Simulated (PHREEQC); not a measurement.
A made-up water analysis in mg/L, 25 °C, pH 2.68, pe 11.9: Na 384; K 1580; Ca 414; Mg 36; Cl 756; S(6) as SO4 3660; P as PO4 0.879.

Na is adjusted to close the charge balance.
Valence states are taken as typed.

Computed with PHREEQC (ion-association model, wateq4f.dat).

Q: The ionic strength comes out as 0.116 mol/kgw. What activity coefficients do Mg+2, Cl-, HSO4-, K+, Na+ get?

A: Mg+2 0.39, Cl- 0.75, HSO4- 0.77, K+ 0.75, Na+ 0.77.

No solid was allowed to form. Species that the database lacks are ignored. H3PO4, which wateq4f.dat lacks, is added to it with the constant of phreeqc.dat.
